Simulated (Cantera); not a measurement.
A closed system holds: 1 mol BCl3, 3.8 mol H2, held at 702 °C and 48.0 mbar.

Cantera equilibrium calculation (NASA polynomials, part measured and part estimated; ideal gas, pure solids and liquids). Candidate condensed phases: B; 13 gas species. Gases not in the tables: BHCl2. The numbers say what is thermodynamically allowed, not how fast it happens.

What is the equilibrium state?


- x(H2) = 0.732
- x(BCl3) = 0.174
- x(HCl) = 0.0938
- n(B(s)) = 0.152 mol
- gas amount = 4.876 mol
